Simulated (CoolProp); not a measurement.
Saturation properties of c-C4F8 (RC318) (Tc = 115.2 °C, pc = 2.778 MPa, ω = 0.355).

The numbers come from the reference Helmholtz-energy equation of state, Platzer 1990 in CoolProp. This equation is an older, rougher fit; its heat capacities, sound speeds and derivatives of the liquid may be far off and weren't checked against measurements.

```tsv
T (°C)	p (MPa)	vapour density (kg/m³)	enthalpy of vaporisation (kJ/kg)
-8.15	0.09252	8.757	117.6
-1.65	0.1208	11.26	115.2
4.85	0.1554	14.30	112.7
11.35	0.1971	17.96	110.1
17.85	0.2470	22.31	107.4
24.35	0.3061	27.47	104.5
30.85	0.3752	33.56	101.6
37.35	0.4556	40.70	98.43
43.85	0.5482	49.06	95.13
50.35	0.6542	58.85	91.63
56.85	0.7749	70.32	87.90
```

It boils at -6.0 °C under 1 atm.
